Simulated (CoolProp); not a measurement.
Vapour-liquid equilibrium of R1234ze(E) (1) + R227EA (2) at 0.00122 MPa; x and y are mole fractions of (1).

Values from CoolProp's multi-fluid Helmholtz-energy mixture model, Thol 2016 and Lemmon 2016; pair parameters Bell 2023.

```json
[
 {"x": "0.05", "bubble temperature (K)": "187.1", "y at the bubble point": "0.064", "dew temperature at overall composition x (K)": "187.1", "liquid density (mol/L)": "10.47"},
 {"x": "0.15", "bubble temperature (K)": "186.8", "y at the bubble point": "0.185", "dew temperature at overall composition x (K)": "186.9", "liquid density (mol/L)": "10.68"},
 {"x": "0.25", "bubble temperature (K)": "186.5", "y at the bubble point": "0.299", "dew temperature at overall composition x (K)": "186.6", "liquid density (mol/L)": "10.90"},
 {"x": "0.35", "bubble temperature (K)": "186.3", "y at the bubble point": "0.406", "dew temperature at overall composition x (K)": "186.4", "liquid density (mol/L)": "11.13"},
 {"x": "0.45", "bubble temperature (K)": "186.0", "y at the bubble point": "0.506", "dew temperature at overall composition x (K)": "186.1", "liquid density (mol/L)": "11.37"},
 {"x": "0.55", "bubble temperature (K)": "185.8", "y at the bubble point": "0.601", "dew temperature at overall composition x (K)": "185.9", "liquid density (mol/L)": "11.62"},
 {"x": "0.65", "bubble temperature (K)": "185.6", "y at the bubble point": "0.692", "dew temperature at overall composition x (K)": "185.7", "liquid density (mol/L)": "11.88"},
 {"x": "0.75", "bubble temperature (K)": "185.4", "y at the bubble point": "0.781", "dew temperature at overall composition x (K)": "185.5", "liquid density (mol/L)": "12.15"},
 {"x": "0.85", "bubble temperature (K)": "185.3", "y at the bubble point": "0.868", "dew temperature at overall composition x (K)": "185.3", "liquid density (mol/L)": "12.44"},
 {"x": "0.95", "bubble temperature (K)": "185.1", "y at the bubble point": "0.956", "dew temperature at overall composition x (K)": "185.1", "liquid density (mol/L)": "12.74"}
]
```

No azeotrope shows between x = 0.05 and 0.95.

Pair parameters are fitted to limited data, so mixtures are less certain than the pure fluids.
